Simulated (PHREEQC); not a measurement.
## Arsenic or selenium liquor

A solution holds 23 mmol/kgw Na2SeO4 and 0.031 mmol/kgw CaCl2, at 45 °C. Closed to the air; pH follows from the charge balance.

Equilibrium calculation in PHREEQC: ion-association model, wateq4f.dat.

Precipitation was switched off in this run.

What pH does the model give?

pH 6.81.

Species that the database lacks are ignored. Away from 25 °C the constants follow the database's enthalpies or fits; those with neither stay at their 25 °C values.
